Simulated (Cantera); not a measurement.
What does this Cantera script print?

```python
import numpy as np
import cantera as ct

surf = ct.Interface("ptcombust.yaml", "Pt_surf")
gas = surf.adjacent["gas"]
gas.TPX = 300, 2300, {'H2': 0.011, 'O2': 0.13, 'N2': 0.79}
jet = ct.ImpingingJet(gas=gas, width=0.029, surface=surf)
jet.inlet.mdot, jet.inlet.T, jet.inlet.X = 0.037, 300, {'H2': 0.011, 'O2': 0.13, 'N2': 0.79}
jet.set_refine_criteria(ratio=10, slope=0.2, curve=0.3)
show, cover = ['H2', 'O2', 'H2O', 'OH'], ["PT(S)", "H(S)", "O(S)", "OH(S)", "CO(S)", "C(S)"]

rows = []
print(f"{'Ts/K':>7s}" + "".join(f"{s:>11s}" for s in show + cover) + "   (gas at the wall, coverages)")
for i, Ts in enumerate([500, 550, 600, 650, 700, 750]):
    jet.surface.T = Ts
    if i == 0:
        surf.TP = Ts, 2300
        surf.coverages = "PT(S):0.5, O(S):0.5"
        surf.advance_coverages(1.0)
        jet.set_initial_guess(products="inlet")
    jet.solve(loglevel=0, auto=(i == 0))
    rows.append([*(jet.X[gas.species_index(s), -1] for s in show), *surf[cover].coverages])
    print(f"{Ts:7g}" + "".join(f"{x:11.3e}" for x in rows[-1]))
```

Output:

```
   Ts/K         H2         O2        H2O         OH      PT(S)       H(S)       O(S)      OH(S)      CO(S)       C(S)   (gas at the wall, coverages)
    500  3.895e-03  1.311e-01  1.558e-02  1.948e-15  4.353e-02  3.500e-10  9.513e-01  5.139e-03  3.992e-25 -1.784e-40
    550  3.887e-03  1.312e-01  1.544e-02  7.386e-14  4.613e-02  3.460e-10  9.509e-01  2.936e-03  1.213e-15  1.564e-30
    600  3.877e-03  1.312e-01  1.532e-02  1.513e-12  4.871e-02  4.308e-10  9.495e-01  1.832e-03  7.565e-16  9.821e-27
    650  3.808e-03  1.312e-01  1.533e-02  1.919e-11  5.243e-02  6.525e-10  9.463e-01  1.239e-03  3.487e-18  5.926e-27
    700  3.454e-03  1.308e-01  1.590e-02  1.641e-10  6.307e-02  1.268e-09  9.360e-01  9.491e-04  2.219e-17  1.606e-30
    750  2.725e-03  1.301e-01  1.718e-02  9.694e-10  9.058e-02  3.332e-09  9.086e-01  8.352e-04  1.970e-18  8.512e-29
```

Cantera simulation using Deutschmann's 1995 Pt surface mechanism with GRI-Mech 3.0 gas chemistry; the numbers are that mechanism's predictions, not measurements. Catalytic surfaces can have several steady states; this one follows from the mechanism file's or the stated starting coverage.
